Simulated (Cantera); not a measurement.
A closed system holds: 1 mol Si₂H₆, 0.84 mol H₂O, held at 1325 K and 0.133 bar.

These are equilibrium values from Cantera (NASA tables, ideal gas, pure condensed phases), not measurements of a reactor. Candidate condensed phases: H₂O, Si, SiO₂; 18 gas species. The feed counts by its element totals alone. Mutual solubility and eutectic melting of coexisting phases are not modelled. The tables hold silica as quartz up to 1696 K and as liquid above; real silica turns to tridymite and cristobalite and melts near 1996 K. Rates play no part.

Base state: H₂ 1.000, SiO 0.000104 (mole fractions); condensed: Si(s) + SiO₂(β-quartz).

What changes in the equilibrium state with this change: Si₂H₆ replaced by TEOS?


| species | before | after |
|---|---|---|
| H₂ | 1.000 | 0.792 |
| CO | 0 | 0.208 |
| CH₄ | 0 | 0.000561 |
| SiO | 0.000104 | 2.05e-7 |
| CO₂ | 0 | 2.22e-5 |
| H₂O | 3.93e-7 | 0.000158 |
| Si(s), mol | 1.58 | 0 |
| SiO₂(β-quartz), mol | 0.420 | 1.000 |
| C(graphite), mol | 0 | 5.15 |
Further candidate phases: C, C₆H₆, C₇H₈, C₈H₁₈, SiC.

What changes in the equilibrium state with this change: pressure from 0.133 bar to 10.0 mbar?


```csv
species,before,after
H₂,1.000,0.999
SiO,0.000104,0.00139
H,4.48e-6,1.63e-5
"Si(s), mol",1.58,1.58
"SiO₂(β-quartz), mol",0.420,0.417
```

What changes in the equilibrium state with this change: 0.026 mol HF added?


| species | before | after |
|---|---|---|
| H₂ | 1.000 | 0.998 |
| SiF₄ | 0 | 0.00105 |
| SiHF₃ | 0 | 0.000435 |
| HF | 0 | 0.000284 |
| SiF₃ | 0 | 0.000231 |
| SiH₂F₂ | 0 | 8.53e-5 |
| Si(s), mol | 1.58 | 1.57 |
| SiO₂(β-quartz), mol | 0.420 | 0.420 |
The tables' values for SiF₃, SiF₂ are old estimates; treat these amounts as uncertain.
